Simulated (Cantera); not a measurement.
A closed system holds: 1 mol Si2Cl6, 1.1 mol NH3, 28 mol N2, at 1352 °C and 0.000490 bar.

Equilibrium computed with Cantera from the NASA thermochemical tables; the gas is ideal and each condensed phase is pure. Candidate condensed phases: NH4Cl, Si, Si3N4; 28 gas species. The feed counts by its element totals alone. The tables' values for SiCl3, SiCl are old estimates; treat these amounts as uncertain. Equilibrium is a limit: real reactors are often held back by kinetics, nucleation or transport.

Base state: N2 0.860, SiCl2 0.0594, HCl 0.0586, H2 0.0201, Cl 0.00104, SiCl3 0.000646, H 0.000452, SiCl 8.25e-5 (mole fractions); condensed: gas only.

**Question.** What changes in the equilibrium state with this change: temperature from 1352 °C to 1102 °C?

**Answer.** 
| species | before | after |
|---|---|---|
| N2 | 0.860 | 0.862 |
| HCl | 0.0586 | 0.0737 |
| SiCl2 | 0.0594 | 0.0455 |
| H2 | 0.0201 | 0.0133 |
| Si | 3.30e-5 | 3.25e-8 |
| SiCl4 | 1.63e-5 | 0.00151 |
| SiCl | 8.25e-5 | 1.07e-6 |
| H | 0.000452 | 1.79e-5 |
| Si3N4(s), mol | 0 | 0.109 |
The tables' values for SiCl3 are old estimates; treat these amounts as uncertain.
